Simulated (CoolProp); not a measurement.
A single-stage vapour-compression cycle with the fluid: evaporating at 227.15 K (dew point), condensing at 249.15 K (bubble point), superheat 5 K, subcooling 5 K, compressor efficiency 0.7, no pressure losses. The same conditions are run with several fluids, on thermodynamics alone (safety and materials aside).

Values from CoolProp's reference Helmholtz-energy equation of state of each fluid (trans-2-butene: Lemmon 2005; hydrogen chloride: Thol 2018; R407C: Lemmon 2003; R125: Lemmon 2005; R410A: Lemmon 2003; sulfur dioxide: Gao 2016). Blends and air are pseudo-pure fits.

```json
[
 {"fluid": "trans-2-butene", "cooling COP": "6.91", "pressure ratio": "3.20", "discharge temperature (K)": "275.7", "refrigerating effect (kJ/kg)": "417", "volumetric capacity (kJ/m³)": "___"},
 {"fluid": "hydrogen chloride", "cooling COP": "6.43", "pressure ratio": "2.13", "discharge temperature (K)": "304.5", "refrigerating effect (kJ/kg)": "371", "volumetric capacity (kJ/m³)": "4730"},
 {"fluid": "R407C", "cooling COP": "___", "pressure ratio": "___", "discharge temperature (K)": "294.1", "refrigerating effect (kJ/kg)": "228", "volumetric capacity (kJ/m³)": "___"},
 {"fluid": "R125", "cooling COP": "6.80", "pressure ratio": "2.58", "discharge temperature (K)": "___", "refrigerating effect (kJ/kg)": "147", "volumetric capacity (kJ/m³)": "1070"},
 {"fluid": "R410A", "cooling COP": "___", "pressure ratio": "2.60", "discharge temperature (K)": "___", "refrigerating effect (kJ/kg)": "___", "volumetric capacity (kJ/m³)": "1300"},
 {"fluid": "sulfur dioxide", "cooling COP": "6.53", "pressure ratio": "3.48", "discharge temperature (K)": "332.1", "refrigerating effect (kJ/kg)": "400", "volumetric capacity (kJ/m³)": "200"}
]
```

Question: Some entries are withheld; supply them.

Answer: 
- trans-2-butene, volumetric capacity (kJ/m³): 134
- R407C, cooling COP: 5.03
- R407C, pressure ratio: 3.82
- R407C, volumetric capacity (kJ/m³): 654
- R125, discharge temperature (K): 265.7
- R410A, cooling COP: 6.70
- R410A, discharge temperature (K): 283.8
- R410A, refrigerating effect (kJ/kg): 249
